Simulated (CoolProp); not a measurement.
Vapour-liquid equilibrium of propylene (1) + R114 (2) at 337.2 K; x and y are mole fractions of (1).

Computed with CoolProp (multi-fluid Helmholtz-energy mixture model, Lemmon 2013 and Platzer 1990; pair parameters Bell 2016). This equation is an older, rougher fit; its heat capacities, sound speeds and derivatives of the liquid may be far off and weren't checked against measurements.

```json
[
 {"x": "0.05", "bubble pressure, mixture model (MPa)": "0.7557", "bubble pressure, Raoult's law (MPa)": "0.7460", "y, mixture model": "0.168", "y, Raoult's law": "0.184"},
 {"x": "0.15", "bubble pressure, mixture model (MPa)": "0.9872", "bubble pressure, Raoult's law (MPa)": "0.9561", "y, mixture model": "0.393", "y, Raoult's law": "0.430"},
 {"x": "0.25", "bubble pressure, mixture model (MPa)": "1.215", "bubble pressure, Raoult's law (MPa)": "1.166", "y, mixture model": "0.535", "y, Raoult's law": "0.588"},
 {"x": "0.35", "bubble pressure, mixture model (MPa)": "1.434", "bubble pressure, Raoult's law (MPa)": "1.376", "y, mixture model": "0.634", "y, Raoult's law": "0.697"},
 {"x": "0.45", "bubble pressure, mixture model (MPa)": "1.644", "bubble pressure, Raoult's law (MPa)": "1.586", "y, mixture model": "0.707", "y, Raoult's law": "0.778"},
 {"x": "0.55", "bubble pressure, mixture model (MPa)": "1.844", "bubble pressure, Raoult's law (MPa)": "1.797", "y, mixture model": "0.767", "y, Raoult's law": "0.839"},
 {"x": "0.65", "bubble pressure, mixture model (MPa)": "2.039", "bubble pressure, Raoult's law (MPa)": "2.007", "y, mixture model": "0.819", "y, Raoult's law": "0.888"},
 {"x": "0.75", "bubble pressure, mixture model (MPa)": "2.234", "bubble pressure, Raoult's law (MPa)": "2.217", "y, mixture model": "0.869", "y, Raoult's law": "0.928"},
 {"x": "0.85", "bubble pressure, mixture model (MPa)": "2.432", "bubble pressure, Raoult's law (MPa)": "2.427", "y, mixture model": "0.918", "y, Raoult's law": "0.960"},
 {"x": "0.95", "bubble pressure, mixture model (MPa)": "2.637", "bubble pressure, Raoult's law (MPa)": "2.637", "y, mixture model": "0.971", "y, Raoult's law": "0.988"}
]
```

The largest gap from Raoult's law is +4.2 % in bubble pressure, at x = 0.35. No azeotrope shows between x = 0.05 and 0.95.

The pair parameters rest on a limited set of measurements; away from them the model extrapolates.
